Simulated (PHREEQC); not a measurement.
# Copper plating or etch bath

A solution holds 0.0065 mol/kgw CuSO4, 0.051 mol/kgw H2SO4 and 0.011 mol/kgw NaCl, at 5 °C. Closed to the air; pH follows from the charge balance.

All values are PHREEQC results (ion-association model, phreeqc.dat), not measurements.

No solid was allowed to form.

### Question
Predict the pH, density.

### Answer
pH 1.26; density 1.005 g/cm³.

### Question
In which forms is Na present?

### Answer
Na+ 97 %, NaSO4- 3.2 % of the Na.

Constants without temperature data keep their 25 °C values here.
